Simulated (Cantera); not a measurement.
Charge: 1 mol Al(CH3)3, 25 mol H2O, 13 mol H2, equilibrated at 2200 Pa.

Method: chemical equilibrium by Gibbs-energy minimisation in Cantera with the NASA 1993 tables (ideal gas, pure condensed phases). Candidate condensed phases: Al, Al2O3, C, C6H6, C7H8, C8H18, H2O; 121 gas species. The feed counts by its element totals alone. Kinetics and transport are ignored.

Question: At 1648 K, list the 4 most abundant gas species with their mole fractions, and the condensed phases.

Answer: H2 0.497, H2O 0.436, CO 0.0518, CO2 0.0142. Condensed: Al2O3(s).
